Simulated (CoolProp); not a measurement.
Vapour-liquid equilibrium of R134a (1) + R123 (2) at 0.301 MPa; x and y are mole fractions of (1).

Values from CoolProp's multi-fluid Helmholtz-energy mixture model, Tillner-Roth 1994 and Younglove 1994; pair parameters Bell 2016.

```tsv
x	bubble temperature (K)	y at the bubble point	dew temperature at overall composition x (K)	liquid density (mol/L)
0.05	326.1	0.248	333.3	9.168
0.2	307.0	0.640	328.0	9.798
0.35	295.5	0.797	321.9	10.34
0.5	288.1	0.875	314.9	10.84
0.65	282.9	0.922	306.4	11.34
0.8	278.8	0.957	295.2	11.87
0.95	275.1	0.989	279.6	12.45
```

No azeotrope shows between x = 0.05 and 0.95.

Pair parameters are fitted to limited data, so mixtures are less certain than the pure fluids.
